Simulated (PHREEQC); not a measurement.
A solution holds 0.024 mol CuCl2, 0.0023 mol H2SO4 and 0.13 mol Na2SO4 per kg of water, at 25 °C. Closed to the air; pH follows from the charge balance.

Computed with PHREEQC (ion-association model, phreeqc.dat).

Precipitation was switched off in this run.

**Question.** What pH, specific conductance, activity of water does the model give?

**Answer.** pH 2.95; specific conductance 21000 µS/cm; activity of water 0.993.

**Question.** In which forms is Cu present?

**Answer.** CuSO4 52 %, Cu+2 47 %, CuCl+ 1.6 % of the Cu.
